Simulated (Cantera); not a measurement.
A closed system holds: 1 mol SiHCl3, a varied amount of NH3, at 1627 °C and 12.0 mbar.

Method: chemical equilibrium by Gibbs-energy minimisation in Cantera with the NASA 1993 tables (ideal gas, pure condensed phases). Candidate condensed phases: NH4Cl, Si, Si3N4; 28 gas species. Gases not in the tables: Si2H6 and higher silanes. Kinetics and transport are ignored.

**Question.** Which condensed phases are stable at each of these points (n(NH3) (mol)): 0.94, 2.6, 4.4, 6.1, 7.8, 9.5, 11, 13, 15?

**Answer.** 
| n(NH3) (mol) | condensed phases | Si condensed (%) |
|---|---|---|
| 0.94 | gas only | 0.0 |
| 2.6 | Si(l) | 6.2 |
| 4.4 | Si(l) | 17.4 |
| 6.1 | Si(l) | 25.0 |
| 7.8 | Si(l) | 30.7 |
| 9.5 | Si(l) | 35.3 |
| 11 | Si(l) | 38.7 |
| 13 | Si(l) | 42.4 |
| 15 | Si(l) | 45.5 |

At 0.94 mol NH3 nothing is condensed. From 2.6 mol NH3 to 15 mol NH3 the condensed part is Si(l).
